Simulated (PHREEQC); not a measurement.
Consider water at 25 °C with 4.5 mmol/kgw FeCl3, 53 mmol/kgw H3AsO4 and 0.21 mmol/kgw HCl. Closed to the air; pH follows from the charge balance.

All values are PHREEQC results (ion-association model, wateq4f.dat), not measurements.

This is a speciation only: nothing precipitates in the calculation.

Q: Order these Fe species by the share of Fe that they hold, largest first: Fe+3, FeCl+2, FeCl2+, Fe2(OH)2+4, FeOH+2.

A: Fe+3 (68 %), FeOH+2 (16 %), FeCl+2 (12 %), Fe2(OH)2+4 (2.9 %), FeCl2+ (0.35 %)

The pH is 1.84 and the ionic strength 0.0397 mol/kgw. Saturation is exceeded, for instance for Scorodite, Hematite (slow to form); the values hold only as long as no solid forms. Species that the database lacks are ignored. The database's scorodite may be far more soluble than the real mineral, and it has no iron arsenate complexes; the constant wasn't checked at its source.
